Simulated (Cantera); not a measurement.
A diamond (100) surface in a fixed gas of H2 with x(CH4) = 0.016, x(H) = 0.00029, at 1223 K, 9.75 Torr; coverages are run to steady state.

Model: the Harris–Goodwin 1993 mechanism for the reconstructed diamond (100) surface, integrated in Cantera.

θ: site fractions in the mechanism's names (c6HH fully hydrogenated, c6H* and c6*H radical sites, c6** diradical, c6HM methylated).

| x(CH3) | growth (µm/h) | θ c6HH | θ c6H* | θ c6*H | θ c6** | θ c6HM |
|---|---|---|---|---|---|---|
| 1e-06 | 0.000392 | 0.515 | 0.0356 | 0.436 | 0.0133 | 2.00e-6 |
| 2.6e-06 | ? | 0.515 | 0.0356 | 0.436 | 0.0133 | ? |
| 6.7e-06 | 0.00262 | 0.515 | 0.0356 | 0.436 | 0.0132 | 1.34e-5 |
| 1.7e-05 | ? | 0.515 | 0.0356 | 0.436 | 0.0132 | ? |
| 4.4e-05 | 0.0170 | 0.515 | 0.0356 | 0.436 | 0.0131 | 8.79e-5 |
| 0.00011 | 0.0418 | 0.514 | 0.0355 | 0.435 | 0.0128 | 0.000219 |
| 0.0003 | 0.108 | 0.513 | 0.0354 | 0.434 | 0.0121 | 0.000589 |
| 0.00076 | 0.244 | 0.511 | 0.0352 | 0.432 | 0.0107 | 0.00145 |
| 0.002 | 0.501 | 0.506 | 0.0348 | 0.427 | 0.00821 | 0.00364 |

Fill in the missing entries.


- 2.6e-06, growth (µm/h): 0.00102
- 2.6e-06, θ c6HM: 5.21e-6
- 1.7e-05, growth (µm/h): 0.00663
- 1.7e-05, θ c6HM: 3.40e-5
